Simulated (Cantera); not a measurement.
Cantera run, input and output.

```python
import numpy as np
import cantera as ct

gas = ct.Solution("gri30.yaml")
gas.TPX = 1150, 54000, {'N2O': 1, 'O2': 0.048}
inlet = ct.Reservoir(gas, clone=True)

reactor = ct.IdealGasConstPressureReactor(gas, energy="off", clone=False)
exhaust = ct.Reservoir(gas, clone=True)
tau = [14, 5.6, 2.2, 0.84, 0.33, 0.13, 0.049, 0.019, 0.0074][0]
for a, b in ((inlet, reactor), (reactor, exhaust)):
    ct.MassFlowController(a, b, mdot=lambda t: reactor.mass / tau)
net = ct.ReactorNet([reactor])
show = ['N2O', 'O2', 'N2', 'NO2', 'NO', 'O']

rows = []
print(f"{'tau/s':>10s}{'T/K':>9s}" + "".join(f"{s:>11s}" for s in show))
for tau in [14, 5.6, 2.2, 0.84, 0.33, 0.13, 0.049, 0.019, 0.0074]:
    net.initial_time = 0.0
    net.advance(30 * tau)
    before = gas.X
    net.advance(40 * tau)
    drift = np.max(np.abs(gas.X - before) / (gas.X + 1e-9))
    rows.append([gas.T, *gas[show].X, drift])
    print(f"{tau:10.3e}{gas.T:9.1f}" + "".join(f"{x:11.3e}" for x in gas[show].X))
```

Output:

```
     tau/s      T/K        N2O         O2         N2        NO2         NO          O
 1.400e+01   1150.0  3.071e-01  2.393e-01  4.227e-01  2.085e-04  3.071e-02  5.506e-07
 5.600e+00   1150.0  5.002e-01  1.804e-01  2.954e-01  1.589e-04  2.374e-02  6.533e-07
 2.200e+00   1150.0  6.947e-01  1.224e-01  1.685e-01  9.393e-05  1.432e-02  7.222e-07
 8.400e-01   1150.0  8.325e-01  8.162e-02  7.891e-02  4.340e-05  6.887e-03  7.589e-07
 3.300e-01   1150.0  9.019e-01  6.118e-02  3.391e-02  1.728e-05  2.993e-03  7.747e-07
 1.300e-01   1150.0  9.328e-01  5.209e-02  1.387e-02  5.876e-06  1.231e-03  7.811e-07
 4.900e-02   1150.0  9.460e-01  4.821e-02  5.310e-03  1.533e-06  4.727e-04  7.835e-07
 1.900e-02   1150.0  9.510e-01  4.674e-02  2.070e-03  3.304e-07  1.846e-04  7.840e-07
 7.400e-03   1150.0  9.530e-01  4.617e-02  8.078e-04  6.000e-08  7.207e-05  7.834e-07
```

Cantera simulation using GRI-Mech 3.0 (53 species, 325 reactions); the numbers are that mechanism's predictions, not measurements. GRI-Mech 3.0 was tuned for natural gas; its chemistry of N2O as a main component is partial and can be far from experiment. The mechanism lacks the step 2 NO + O2 → 2 NO2, which can matter for NO2 below about 1400 K. The temperature is held fixed by assumption; the heat of reaction is taken as removed at once.
